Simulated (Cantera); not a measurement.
Feed: 1 mol HCl, 2.3 mol H2, 1.4 mol O2, at 2452 °C and 2.30 bar.

Method: chemical equilibrium by Gibbs-energy minimisation in Cantera with the NASA 1993 tables (ideal gas, pure condensed phases). Candidate condensed phases: H2O; 14 gas species. Rates play no part.

Base state: H2O 0.592, HCl 0.229, O2 0.0588, Cl 0.0405, OH 0.0396, H2 0.0261, H 0.00664, O 0.00641 (mole fractions); condensed: gas only.

Question: What changes in the equilibrium state with this change: O2 from 1.4 to 0.085 mol?

Answer: 
```tsv
species	before	after
H2	0.0261	0.621
HCl	0.229	0.286
H2O	0.592	0.0497
O2	0.0588	7.29e-7
OH	0.0396	0.000681
H	0.00664	0.0324
Cl	0.0405	0.0104
HO2	2.83e-5	1.71e-9
ClO	0.000149	1.34e-7
O	0.00641	2.26e-5
```
